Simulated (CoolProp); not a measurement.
Properties of octamethyltrisiloxane (MDM) along the isobar 101 kPa.

Computed with CoolProp (reference Helmholtz-energy equation of state, Thol 2017).

| T (°C) | phase | density (kg/m³) | cp (kJ/(kg K)) | cv (kJ/(kg K)) | isothermal compressibility (1/MPa) | expansivity (1/kK) |
|---|---|---|---|---|---|---|
| 171.75 | gas | 6.884 | 1.821 | 1.772 | 10.60 | 2.849 |
| 184.75 | gas | [?] | 1.851 | 1.804 | 10.51 | 2.696 |
| 197.75 | gas | 6.417 | [?] | 1.835 | 10.44 | 2.563 |
| 210.75 | gas | 6.212 | 1.910 | 1.865 | 10.38 | 2.446 |
| 223.75 | gas | 6.022 | 1.939 | 1.895 | 10.33 | [?] |
| 236.85 | gas | [?] | 1.967 | 1.924 | 10.28 | [?] |
| 249.85 | gas | 5.678 | [?] | 1.953 | 10.24 | 2.165 |
| 262.85 | gas | 5.523 | 2.022 | 1.981 | 10.21 | 2.089 |
| 275.85 | gas | [?] | 2.049 | 2.008 | 10.18 | [?] |
| 288.85 | gas | 5.241 | 2.075 | 2.034 | 10.15 | 1.956 |
| 301.85 | gas | 5.111 | 2.100 | 2.060 | 10.13 | 1.897 |

Q: Complete the blanks.

A: 
- 184.75, density (kg/m³): 6.640
- 197.75, cp (kJ/(kg K)): 1.881
- 223.75, expansivity (1/kK): 2.342
- 236.85, density (kg/m³): 5.843
- 236.85, expansivity (1/kK): 2.249
- 249.85, cp (kJ/(kg K)): 1.995
- 275.85, density (kg/m³): 5.378
- 275.85, expansivity (1/kK): 2.020
